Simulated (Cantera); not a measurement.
A closed system holds: 1 mol CuO, 1.5 mol H₂, a varied amount of N₂, at 0.0550 bar.

Method: chemical equilibrium by Gibbs-energy minimisation in Cantera with the NASA 1993 tables (ideal gas, pure condensed phases). Candidate condensed phases: Cu, CuO, Cu(OH)₂, Cu₂O, H₂O; 27 gas species. Rates play no part.

**Question.** What condenses at these points (T in K, n(N₂) in mol): (1648, 20); (1548, 29); (2048, 72); (2148, 41); (1598, 12)?

**Answer.** 
```json
[
 {"T (K)": "1648", "n(N₂) in mol": "20", "condensed phases": "Cu", "Cu condensed (%)": "96.9"},
 {"T (K)": "1548", "n(N₂) in mol": "29", "condensed phases": "Cu", "Cu condensed (%)": "99.0"},
 {"T (K)": "2048", "n(N₂) in mol": "72", "condensed phases": "gas only", "Cu condensed (%)": "0.0"},
 {"T (K)": "2148", "n(N₂) in mol": "41", "condensed phases": "gas only", "Cu condensed (%)": "0.0"},
 {"T (K)": "1598", "n(N₂) in mol": "12", "condensed phases": "Cu", "Cu condensed (%)": "99.1"}
]
```
